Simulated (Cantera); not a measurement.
Charge: 1 mol HBr, a varied amount of H2O, held at 2127 °C and 1 atm.

Cantera equilibrium calculation (NASA polynomials, part measured and part estimated; ideal gas, pure solids and liquids). Candidate condensed phases: Br2, H2O; 12 gas species. Equilibrium is a limit: real reactors are often held back by kinetics, nucleation or transport.

x: gas mole fraction; nothing condenses.

| n(H2O) (mol) | x H2O | x HBr | x Br | x H2 | x OH | x H |
|---|---|---|---|---|---|---|
| 0.16 | 0.119 | 0.488 | 0.257 | 0.128 | 0.000965 | 0.00565 |
| 0.24 | 0.168 | 0.456 | 0.245 | 0.122 | 0.00139 | 0.00553 |
| 0.35 | 0.226 | 0.418 | 0.231 | 0.116 | 0.00193 | 0.00537 |
| 0.53 | [?] | [?] | [?] | [?] | [?] | 0.00515 |
| 0.78 | 0.390 | 0.314 | 0.190 | 0.0960 | 0.00366 | 0.00490 |
| 1.2 | 0.492 | 0.251 | 0.163 | 0.0835 | 0.00495 | 0.00457 |
| 1.7 | 0.574 | 0.201 | 0.140 | 0.0732 | 0.00616 | 0.00428 |
| 2.6 | 0.665 | 0.148 | 0.112 | 0.0615 | 0.00779 | 0.00392 |
| 3.9 | 0.739 | [?] | [?] | [?] | [?] | 0.00361 |
| 5.7 | 0.793 | 0.0756 | 0.0667 | 0.0455 | 0.0108 | 0.00337 |

Q: Some entries are withheld; supply them.

A: 
- 0.53, x H2O: 0.305
- 0.53, x HBr: 0.367
- 0.53, x Br: 0.212
- 0.53, x H2: 0.106
- 0.53, x OH: 0.00272
- 3.9, x HBr: 0.106
- 3.9, x Br: 0.0871
- 3.9, x H2: 0.0522
- 3.9, x OH: 0.00939
